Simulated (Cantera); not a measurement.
## Equilibrium for silicon epitaxy and polysilicon growth: Si₂Cl₆ + H₂

Charge: 1 mol Si₂Cl₆, a varied amount of H₂, held at 850 K and 4.70 mbar.

Equilibrium computed with Cantera from the NASA thermochemical tables; the gas is ideal and each condensed phase is pure. Candidate condensed phases: Si; 19 gas species. The feed counts by its element totals alone. The tables' values for SiCl₃ are old estimates; treat these amounts as uncertain. Rates play no part.

From 16 mol H₂ to 280 mol H₂ the condensed part is Si(s). The main Si-bearing gas is SiCl₄ throughout. The share of Si in condensed phases is highest at 280 mol H₂ (35.4 %) and lowest at 16 mol H₂ (24.1 %).

```json
[
 {"n(H₂) (mol)": "16", "log p H₂": "-2.37", "log p SiCl₄": "-3.46", "log p SiHCl₃": "-4.24", "log p HCl": "-4.37", "log p SiCl₃": "-5.80", "log p SiH₂Cl₂": "-6.08", "log p SiCl₂": "-6.29", "n Si(s)": "0.482"},
 {"n(H₂) (mol)": "38", "log p H₂": "-2.35", "log p SiCl₄": "-3.84", "log p SiHCl₃": "-4.51", "log p HCl": "-4.45", "log p SiCl₃": "-6.09", "log p SiH₂Cl₂": "-6.24", "log p SiCl₂": "-6.48", "n Si(s)": "0.504"},
 {"n(H₂) (mol)": "61", "log p H₂": "-2.34", "log p SiCl₄": "-4.05", "log p SiHCl₃": "-4.67", "log p HCl": "-4.50", "log p SiCl₃": "-6.25", "log p SiH₂Cl₂": "-6.35", "log p SiCl₂": "-6.59", "n Si(s)": "0.527"},
 {"n(H₂) (mol)": "83", "log p H₂": "-2.34", "log p SiCl₄": "-4.20", "log p SiHCl₃": "-4.78", "log p HCl": "-4.54", "log p SiCl₃": "-6.36", "log p SiH₂Cl₂": "-6.41", "log p SiCl₂": "-6.66", "n Si(s)": "0.548"},
 {"n(H₂) (mol)": "110", "log p H₂": "-2.34", "log p SiCl₄": "-4.34", "log p SiHCl₃": "-4.88", "log p HCl": "-4.57", "log p SiCl₃": "-6.46", "log p SiH₂Cl₂": "-6.48", "log p SiCl₂": "-6.73", "n Si(s)": "0.573"},
 {"n(H₂) (mol)": "130", "log p H₂": "-2.33", "log p SiCl₄": "-4.42", "log p SiHCl₃": "-4.94", "log p HCl": "-4.59", "log p SiCl₃": "-6.52", "log p SiH₂Cl₂": "-6.52", "log p SiCl₂": "-6.77", "n Si(s)": "0.590"},
 {"n(H₂) (mol)": "150", "log p H₂": "-2.33", "log p SiCl₄": "-4.49", "log p SiHCl₃": "-5.00", "log p HCl": "-4.61", "log p SiCl₃": "-6.58", "log p SiH₂Cl₂": "-6.56", "log p SiCl₂": "-6.81", "n Si(s)": "0.607"},
 {"n(H₂) (mol)": "170", "log p H₂": "-2.33", "log p SiCl₄": "-4.55", "log p SiHCl₃": "-5.04", "log p HCl": "-4.62", "log p SiCl₃": "-6.62", "log p SiH₂Cl₂": "-6.59", "log p SiCl₂": "-6.84", "n Si(s)": "0.624"},
 {"n(H₂) (mol)": "190", "log p H₂": "-2.33", "log p SiCl₄": "-4.61", "log p SiHCl₃": "-5.08", "log p HCl": "-4.64", "log p SiCl₃": "-6.67", "log p SiH₂Cl₂": "-6.61", "log p SiCl₂": "-6.87", "n Si(s)": "0.640"},
 {"n(H₂) (mol)": "220", "log p H₂": "-2.33", "log p SiCl₄": "-4.69", "log p SiHCl₃": "-5.14", "log p HCl": "-4.66", "log p SiCl₃": "-6.72", "log p SiH₂Cl₂": "-6.65", "log p SiCl₂": "-6.91", "n Si(s)": "0.664"},
 {"n(H₂) (mol)": "240", "log p H₂": "-2.33", "log p SiCl₄": "-4.73", "log p SiHCl₃": "-5.18", "log p HCl": "-4.67", "log p SiCl₃": "-6.76", "log p SiH₂Cl₂": "-6.67", "log p SiCl₂": "-6.93", "n Si(s)": "0.679"},
 {"n(H₂) (mol)": "260", "log p H₂": "-2.33", "log p SiCl₄": "-4.78", "log p SiHCl₃": "-5.21", "log p HCl": "-4.68", "log p SiCl₃": "-6.79", "log p SiH₂Cl₂": "-6.70", "log p SiCl₂": "-6.95", "n Si(s)": "0.694"},
 {"n(H₂) (mol)": "280", "log p H₂": "-2.33", "log p SiCl₄": "-4.82", "log p SiHCl₃": "-5.24", "log p HCl": "-4.69", "log p SiCl₃": "-6.82", "log p SiH₂Cl₂": "-6.72", "log p SiCl₂": "-6.97", "n Si(s)": "0.708"}
]
```
log p: log10 of the partial pressure in bar; n: condensed amount in mol.
